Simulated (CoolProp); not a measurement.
Vapour-liquid equilibrium of dimethyl ether (1) + n-pentane (2) at 4.45 bar; x and y are mole fractions of (1).

The numbers come from the multi-fluid Helmholtz-energy mixture model, Wu 2011 and Thol 2019; pair parameters Bell 2016 in CoolProp.

| x | bubble temperature (K) | y at the bubble point | dew temperature at overall composition x (K) | liquid density (mol/L) |
|---|---|---|---|---|
| 0.05 | 355.0 | 0.161 | 359.1 | 7.921 |
| 0.15 | 341.4 | ? | ? | 8.503 |
| 0.25 | 327.6 | 0.681 | 351.5 | 9.126 |
| 0.35 | ? | 0.807 | 347.1 | 9.754 |
| 0.45 | 307.8 | 0.875 | 342.1 | 10.38 |
| 0.55 | 302.0 | 0.914 | 336.5 | 11.01 |
| 0.65 | 298.0 | 0.937 | 329.9 | 11.68 |
| 0.75 | 295.0 | 0.955 | 321.8 | 12.40 |
| 0.85 | 292.5 | 0.970 | 311.1 | 13.21 |
| 0.95 | ? | ? | 295.8 | 14.15 |

Problem. Some entries are withheld; supply them.

Solution. 
- 0.15, y at the bubble point: 0.464
- 0.15, dew temperature at overall composition x (K): 355.5
- 0.35, bubble temperature (K): 316.2
- 0.95, bubble temperature (K): 290.0
- 0.95, y at the bubble point: 0.988

No azeotrope shows between x = 0.05 and 0.95.

Pair parameters are fitted to limited data, so mixtures are less certain than the pure fluids. The gap from Raoult's law changes sign with composition, which may be real or a fault of the pair parameters; it wasn't checked against measurements.
